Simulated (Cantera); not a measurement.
Feed: 1 mol Al, 0.012 mol CO₂, 4.8 mol N₂, equilibrated at 1.30 bar.

Cantera equilibrium calculation (NASA polynomials, part measured and part estimated; ideal gas, pure solids and liquids). Candidate condensed phases: Al, AlN, Al₂O₃, C; 32 gas species. The numbers say what is thermodynamically allowed, not how fast it happens. All values below are at 1000 K.

Base state: N₂ 1.000 (mole fractions); condensed: AlN(s) + Al₂O₃(s) + C(graphite).

**Question.** What changes in the equilibrium state with this change: Al replaced by Cu?

**Answer.** 
| species | before | after |
|---|---|---|
| N₂ | 1.000 | 0.998 |
| CO₂ | <1e-9 | 0.00249 |
| AlN(s), mol | 0.984 | 0 |
| Al₂O₃(s), mol | 0.00800 | 0 |
| C(graphite), mol | 0.0120 | 0 |
| Cu(s), mol | 0 | 1.00 |
Further candidate phases: Cu, CuO, Cu₂O.
